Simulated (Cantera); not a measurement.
Feed: 1 mol HBr, 0.29 mol H2, 8.8 mol O2, held at 3323 K and 1 atm.

Method: chemical equilibrium by Gibbs-energy minimisation in Cantera with the NASA 1993 tables (ideal gas, pure condensed phases). Candidate condensed phases: Br2, H2O; 12 gas species. Rates play no part.

Base state: O2 0.579, O 0.233, Br 0.0808, OH 0.0586, H 0.0220, H2O 0.0210, H2 0.00328, HBr 0.00270 (mole fractions); condensed: gas only.

Question: What changes in the equilibrium state with this change: HBr replaced by HCl?

Answer: 
```json
[
 {"species": "O2", "before": "0.579", "after": "0.585"},
 {"species": "O", "before": "0.233", "after": "0.234"},
 {"species": "Cl", "before": "0", "after": "0.0691"},
 {"species": "Br", "before": "0.0808", "after": "0"},
 {"species": "HCl", "before": "0", "after": "0.0144"},
 {"species": "H2O", "before": "0.0210", "after": "0.0184"},
 {"species": "H", "before": "0.0220", "after": "0.0206"},
 {"species": "OH", "before": "0.0586", "after": "0.0550"},
 {"species": "HBr", "before": "0.00270", "after": "0"},
 {"species": "ClO", "before": "0", "after": "0.000429"},
 {"species": "Cl2", "before": "0", "after": "1.94e-5"}
]
```
